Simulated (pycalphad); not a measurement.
Source of the numbers: pycalphad with the COST 507 light-alloy database (1999); pressure 1 atm. These are 1990s assessments: newer ones move some temperatures and phases. Phase fractions are per mole of atoms. Kinetics are ignored, which matters at the lower temperatures.

**Question.** Give the equilibrium state of Ti-13.1B (at.%) at 1650 K.

**Answer.** bcc, fraction 0.741, with 0.20 B at.%; BM, fraction 0.259, with 50.0 B at.%.

**Question.** Give the equilibrium state of Ti-13.1B (at.%) at 675 K.

**Answer.** 
```
T = 675.00 K, P = 101325 Pa, N = 1 mol of atoms
G = -44445 J/mol, H = -11800 J/mol, S = 48.36 J/(mol K)  (SER reference)
chemical potentials (J/mol): Ti -25417, B -170674
phase             fraction      x(Ti)       x(B)
HCP_A3              0.7384     0.9997   0.000289
BM                  0.2616     0.5000     0.5000
```

Database names, with the compositions (at.%) that they take in these runs: BM: Ti 50 B 50. HCP_A3 is hcp.
